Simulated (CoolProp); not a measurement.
A simple Rankine cycle with dimethyl ether: condensing at 290.15 K, boiler at 2.39 MPa, turbine inlet 506.6 K, turbine efficiency 0.85, pump efficiency 0.7, no recuperator. Each further row changes one setting.

Model: reference Helmholtz-energy equation of state, Wu 2011, in CoolProp.

```csv
case,thermal efficiency (%),net work (kJ/kg),heat in (kJ/kg),turbine exit temperature (K),volume ratio over the turbine
as stated,13.9,108,778,440.3,[?]
condensing temperature 282.15 K,15.5,[?],796,430.9,5.97
boiler pressure 1.67 MPa,[?],[?],786,455.5,3.34
turbine efficiency 0.75,12.2,[?],778,447.2,4.80
```

### Question
Complete the blanks.

### Answer

- as stated, volume ratio over the turbine: 4.72
- condensing temperature 282.15 K, net work (kJ/kg): 124
- boiler pressure 1.67 MPa, thermal efficiency (%): 11.1
- boiler pressure 1.67 MPa, net work (kJ/kg): 87.5
- turbine efficiency 0.75, net work (kJ/kg): 94.6
